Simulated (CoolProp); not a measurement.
Vapour-liquid equilibrium of cyclohexane (1) + m-xylene (2) at 0.0628 MPa; x and y are mole fractions of (1).

Model: multi-fluid Helmholtz-energy mixture model, Zhou 2014 and Zhou 2012; pair parameters Bell 2016, in CoolProp.

| x | bubble temperature, mixture model (°C) | bubble temperature, Raoult's law (°C) | y, mixture model | y, Raoult's law |
|---|---|---|---|---|
| 0.05 | 114.4 | 116.0 | 0.241 | 0.209 |
| 0.15 | 102.5 | 105.9 | 0.532 | 0.487 |
| 0.25 | 93.8 | 97.8 | 0.688 | 0.655 |
| 0.35 | 87.3 | 91.1 | 0.781 | 0.763 |
| 0.45 | 82.3 | 85.5 | 0.842 | 0.837 |
| 0.55 | 78.3 | 80.8 | 0.885 | 0.889 |
| 0.65 | 74.9 | 76.6 | 0.918 | 0.926 |
| 0.75 | 72.0 | 73.0 | 0.944 | 0.954 |
| 0.85 | 69.3 | 69.8 | 0.968 | 0.976 |
| 0.95 | 66.8 | 66.9 | 0.989 | 0.993 |

The largest gap from Raoult's law is -4.0 K in bubble temperature, at x = 0.25. No azeotrope shows between x = 0.05 and 0.95.

Pair parameters are fitted to limited data, so mixtures are less certain than the pure fluids.
